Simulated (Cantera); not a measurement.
Input: 1 mol SiF₄, 0.66 mol N₂O, 0.14 mol N₂, equilibrated at 52.0 mbar.

Cantera equilibrium calculation (NASA polynomials, part measured and part estimated; ideal gas, pure solids and liquids). Candidate condensed phases: Si, SiO₂, Si₂N₂O, Si₃N₄; 28 gas species. The tables' values for SiF₃ are old estimates; treat these amounts as uncertain. Kinetics and transport are ignored.

x: gas mole fraction; nothing condenses.

| T (K) | x SiF₄ | x N₂ | x O₂ | x NO | x O | x F | x SiF₃ |
|---|---|---|---|---|---|---|---|
| 1473 | 0.469 | 0.375 | 0.155 | ? | 4.81e-6 | 1.11e-6 | 5.20e-7 |
| 1523 | 0.469 | 0.375 | 0.155 | ? | 9.51e-6 | 2.24e-6 | 1.32e-6 |
| 1573 | 0.469 | 0.375 | 0.154 | ? | 1.80e-5 | 4.32e-6 | 3.15e-6 |
| 1623 | 0.469 | 0.375 | 0.154 | ? | 3.28e-5 | 8.02e-6 | 7.12e-6 |
| 1673 | 0.469 | 0.375 | 0.154 | ? | 5.75e-5 | 1.48e-5 | 1.48e-5 |
| 1723 | 0.469 | 0.375 | 0.154 | ? | 9.78e-5 | 2.80e-5 | 2.79e-5 |
| 1773 | 0.469 | 0.374 | 0.154 | ? | 0.000161 | 5.10e-5 | 5.08e-5 |
| 1823 | 0.469 | 0.374 | 0.153 | ? | 0.000259 | 8.98e-5 | 8.94e-5 |
| 1873 | 0.469 | 0.374 | 0.153 | ? | 0.000406 | 0.000153 | 0.000153 |
| 1923 | 0.469 | 0.374 | 0.153 | ? | 0.000620 | 0.000255 | 0.000253 |
| 1973 | 0.469 | 0.373 | 0.152 | ? | 0.000928 | 0.000413 | 0.000409 |
| 2023 | 0.468 | 0.373 | 0.152 | ? | 0.00136 | 0.000653 | 0.000646 |
| 2073 | 0.468 | 0.372 | 0.151 | ? | 0.00196 | 0.00101 | 0.000995 |

What belongs in the gaps?


- 1473, x NO: 0.000633
- 1523, x NO: 0.000809
- 1573, x NO: 0.00102
- 1623, x NO: 0.00126
- 1673, x NO: 0.00154
- 1723, x NO: 0.00187
- 1773, x NO: 0.00223
- 1823, x NO: 0.00264
- 1873, x NO: 0.00310
- 1923, x NO: 0.00361
- 1973, x NO: 0.00416
- 2023, x NO: 0.00477
- 2073, x NO: 0.00542
